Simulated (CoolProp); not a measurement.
Values from CoolProp's reference Helmholtz-energy equation of state, Lemmon 2006. It is a short technical equation, of lower accuracy than the large ones.

For R142b, give the phase and the density (kg/m³), speed of sound (m/s), Joule-Thomson coefficient (K/MPa), viscosity (µPa s) at 470 K and 0.946 MPa; 470 K and 1.08 MPa; 470 K and 1.76 MPa.


- 470 K and 0.946 MPa: gas; density 25.7, speed of sound 196, Joule-Thomson coefficient 6.96, viscosity 16.4
- 470 K and 1.08 MPa: gas; density 29.5, speed of sound 195, Joule-Thomson coefficient 7.01, viscosity 16.4
- 470 K and 1.76 MPa: gas; density 50.2, speed of sound 189, Joule-Thomson coefficient 7.28, viscosity 16.7

Viscosity comes from a separate model (Huber 2003), an estimate that may be off by 10 % or more.
